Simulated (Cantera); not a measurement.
An isothermal, constant-pressure homogeneous reactor starts with 3.75 % H2, 96.2 % O2, equivalence ratio 0.019, at 1448 K and 0.0118 atm.

Cantera simulation using GRI-Mech 3.0 (53 species, 325 reactions); the numbers are that mechanism's predictions, not measurements. Radical loss at walls, strong at low pressure, is not modelled. The temperature is held fixed by assumption; the heat of reaction is taken as removed at once.

One state of this run: x H2 = 2.17e-5; x O2 = 0.960; x HO2 = 1.96e-7; x OH = 0.00109; x O = 0.00117. x: mole fraction; the columns are a selection and need not sum to one.

Which value of t (s) does it belong to?
A) 1.12
B) 0.00356
C) 0.000200
D) 4.74

A, 1.12
